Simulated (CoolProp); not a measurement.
A simple Rankine cycle with R236FA: condensing at 288.15 K, boiler at 1.02 MPa, turbine inlet 346.7 K, turbine efficiency 0.6, pump efficiency 0.8, no recuperator. Each further row changes one setting.

Values from CoolProp's reference Helmholtz-energy equation of state, Pan 2012.

| case | thermal efficiency (%) | net work (kJ/kg) | heat in (kJ/kg) | turbine exit temperature (K) | volume ratio over the turbine |
|---|---|---|---|---|---|
| as stated | 7.8 | 14.7 | 188 | 314.1 | 5.91 |
| turbine inlet 366.7 K | 7.8 | 16.3 | 209 | 336.5 | 5.66 |
| condensing temperature 280.15 K | 8.8 | 17.5 | 198 | 309.9 | 7.96 |
| boiler pressure 0.714 MPa | 6.4 | 12.4 | 194 | 323.8 | 3.88 |
| turbine efficiency 0.5 | 6.5 | 12.1 | 188 | 317.1 | 5.97 |
